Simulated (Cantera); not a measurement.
A closed system holds: 1 mol Zr, a varied amount of H2O, 1.4 mol N2, at 1527 °C and 10000 Pa.

These are equilibrium values from Cantera (NASA tables, ideal gas, pure condensed phases), not measurements of a reactor. Candidate condensed phases: H2O, Zr, ZrN, ZrO2; 28 gas species. Rates play no part.

Question: At 6 mol H2O, list the 5 most abundant gas species with their mole fractions, and the condensed phases.

Answer: H2O 0.540, H2 0.270, N2 0.189, H 0.000588, OH 7.78e-5. Condensed: ZrO2(tetragonal).
